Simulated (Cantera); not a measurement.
Input: 1 mol Cu₂O, 8.8 mol CO, 2.1 mol H₂, held at 1.20 bar.

Equilibrium computed with Cantera from the NASA thermochemical tables; the gas is ideal and each condensed phase is pure. Candidate condensed phases: C, C₆H₆, C₇H₈, C₈H₁₈, Cu, CuO, Cu(OH)₂, Cu₂O, H₂O; 113 gas species. Kinetics and transport are ignored. All values below are at 2123 K.

Base state: CO 0.752, H₂ 0.145, CO₂ 0.0460, H₂O 0.0446, Cu 0.0105, H 0.00125, Cu₂ 6.43e-5, OH 4.74e-5 (mole fractions); condensed: Cu(l).

Q: What changes in the equilibrium state with this change: CO from 8.8 to 1.3 mol?

A: 
```
species      before     after
----------  -------  --------
H₂            0.145     0.364
CO            0.752     0.333
H₂O          0.0446     0.246
CO₂          0.0460    0.0448
Cu           0.0105    0.0105
OH          4.74e-5  0.000165
H           0.00125   0.00198
Cu₂         6.43e-5   6.43e-5
Cu(l), mol     1.88      1.96
```
